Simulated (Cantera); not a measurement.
# NF3 + H2O + O2 (abatement and gas-phase synthesis)

Charge: 1 mol NF3, 8 mol H2O, 1.5 mol O2, at 6.10 bar.

Method: chemical equilibrium by Gibbs-energy minimisation in Cantera with the NASA 1993 tables (ideal gas, pure condensed phases). Candidate condensed phases: H2O; 40 gas species. The numbers say what is thermodynamically allowed, not how fast it happens.

From 2698 K to 3298 K nothing is condensed.

| T (K) | x H2O | x HF | x O2 | x OH | x H2 | x O | x N2 | x H | x NO |
|---|---|---|---|---|---|---|---|---|---|
| 2698 | 0.497 | 0.241 | 0.170 | 0.0345 | 0.00706 | 0.00597 | 0.0370 | 0.00192 | 0.00619 |
| 2798 | 0.484 | 0.239 | 0.166 | 0.0439 | 0.0104 | 0.00890 | 0.0364 | 0.00335 | 0.00701 |
| 2898 | 0.469 | 0.237 | 0.162 | 0.0545 | 0.0148 | 0.0129 | 0.0356 | 0.00562 | 0.00785 |
| 2998 | 0.450 | 0.234 | 0.158 | 0.0664 | 0.0204 | 0.0181 | 0.0347 | 0.00908 | 0.00867 |
| 3098 | 0.427 | 0.230 | 0.153 | 0.0791 | 0.0273 | 0.0248 | 0.0338 | 0.0141 | 0.00947 |
| 3198 | 0.400 | 0.226 | 0.148 | 0.0923 | 0.0353 | 0.0333 | 0.0327 | 0.0213 | 0.0102 |
| 3298 | 0.369 | 0.220 | 0.142 | 0.106 | 0.0443 | 0.0438 | 0.0315 | 0.0310 | 0.0109 |
x: gas mole fraction; nothing condenses.
